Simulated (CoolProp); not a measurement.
Computed with CoolProp (reference Helmholtz-energy equation of state, Bücker 2006).

Q: Give the vapour pressure (MPa), enthalpy of vaporisation (kJ/kg), liquid cp (kJ/(kg K)), vapour viscosity (µPa s) of saturated ethane at 194.6, 248.3 K.

A: 
```json
[
 {"T (K)": "194.6", "p (MPa)": "0.169", "enthalpy of vaporisation (kJ/kg)": "476", "liquid cp (kJ/(kg K))": "2.48", "vapour viscosity (µPa s)": "6.21"},
 {"T (K)": "248.3", "p (MPa)": "1.24", "enthalpy of vaporisation (kJ/kg)": "377", "liquid cp (kJ/(kg K))": "2.97", "vapour viscosity (µPa s)": "8.26"}
]
```

Viscosity comes from a separate model (Friend 1991).
